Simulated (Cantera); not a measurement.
A closed system holds: 1 mol SiH2Cl2, 0.11 mol C2H4, 2.1 mol H2, at 1873.15 K and 0.170 bar.

Cantera equilibrium calculation (NASA polynomials, part measured and part estimated; ideal gas, pure solids and liquids). Candidate condensed phases: C, C6H6, C7H8, C8H18, Si, SiC; 109 gas species. Mutual solubility and eutectic melting of coexisting phases are not modelled. The tables' values for SiCl3, SiCl are old estimates; treat these amounts as uncertain. Gases not in the tables: Si2H6 and higher silanes. Kinetics and transport are ignored.

Base state: H2 0.679, HCl 0.180, SiCl2 0.134, SiCl3 0.00448, H 0.00129, SiCl 0.000267, Cl 0.000260, SiHCl3 0.000238 (mole fractions); condensed: Si(l) + SiC(s).

Task: What changes in the equilibrium state with this change: H2 from 2.1 to 1400 mol?

Result: 
```csv
species,before,after
H2,0.679,0.997
H,0.00129,0.00156
HCl,0.180,0.00141
SiCl2,0.134,5.59e-6
Si,5.20e-5,5.20e-5
SiCl3,0.00448,1.21e-9
SiHCl3,0.000238,<1e-9
SiCl4,0.000212,<1e-9
"Si(l), mol",0.179,0.603
"SiC(s), mol",0.220,0.213
```

Task: What changes in the equilibrium state with this change: SiH2Cl2 replaced by (CH3)2SiCl2?

Result: 
```json
[
 {"species": "H2", "before": "0.679", "after": "0.695"},
 {"species": "HCl", "before": "0.180", "after": "0.291"},
 {"species": "SiCl2", "before": "0.134", "after": "0.0113"},
 {"species": "C2H2 (acetylene)", "before": "2.34e-7", "after": "0.000217"},
 {"species": "CH4", "before": "1.59e-6", "after": "5.00e-5"},
 {"species": "Si", "before": "5.20e-5", "after": "1.73e-6"},
 {"species": "SiH", "before": "1.64e-5", "after": "5.53e-7"},
 {"species": "SiH2", "before": "3.33e-5", "after": "1.13e-6"},
 {"species": "Si(l), mol", "before": "0.179", "after": "0"},
 {"species": "SiC(s), mol", "before": "0.220", "after": "0.924"},
 {"species": "C(graphite), mol", "before": "0", "after": "1.29"}
]
```
The feed counts by its element totals alone.
